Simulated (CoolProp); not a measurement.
Normal hydrogen along the isotherm -237.05 °C: fugacity coefficient from the reference equation and from simpler models built on Tc = -240.0 °C, pc = 12.96 bar, ω = -0.219; each cubic takes its own stable root.

Values from CoolProp's reference Helmholtz-energy equation of state, Leachman 2009.

```csv
p (bar),phase,reference
0.0615,gas,0.9988
0.117,gas,0.9977
0.221,gas,0.9956
0.419,gas,0.9917
0.794,gas,0.9842
1.51,gas,0.9701
2.85,gas,0.9437
5.41,gas,0.8938
10.3,gas,0.8000
19.4,supercritical,0.6204
```

### Question
How far does each simpler model (van der Waals, Soave-Redlich-Kwong, Peng-Robinson) lie from the reference over these 10 states: mean and median of the absolute difference, and the worst?

### Answer
- van der Waals: mean 0.5 %, median 0.2 %, worst +2.4 % at -237.05 °C and 19.4 bar
- Soave-Redlich-Kwong: mean 0.5 %, median 0.2 %, worst -2.0 % at -237.05 °C and 19.4 bar
- Peng-Robinson: mean 1.5 %, median 0.5 %, worst -6.5 % at -237.05 °C and 19.4 bar
